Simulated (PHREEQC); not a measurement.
Copper plating or etch bath: an equilibrium model

Dissolve 6.3 mmol/kgw CuCl2, 0.085 mmol/kgw HBF4 and 0.29 mmol/kgw FeSO4 at 25 °C. Closed to the air; pH follows from the charge balance.

Computed with PHREEQC (ion-association model, phreeqc.dat).

This is a speciation only: nothing precipitates in the calculation.

Predict the pH.

pH 3.63.

In which forms is S present?

SO4-2 68 %, CuSO4 29 %, FeSO4 1.2 %, HSO4- 1.0 % of the S.

Real BF4- forms and hydrolyses slowly; the run takes it at equilibrium. Fluoro complexes past AlF4- and FeF3 are missing from the database.
